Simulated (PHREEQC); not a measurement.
# Acid rinse or clean

A solution holds 0.0014 mol/kgw HNO3, 5.6e-05 mol/kgw CaCl2, 0.022 mol/kgw MgCl2 and 0.00079 mol/kgw NaCl, at 20 °C. Closed to the air; pH follows from the charge balance.

The numbers come from PHREEQC with the ion-association model, wateq4f.dat.

This is a speciation only: nothing precipitates in the calculation.

Q: What pH does the model give?

A: pH 2.93.
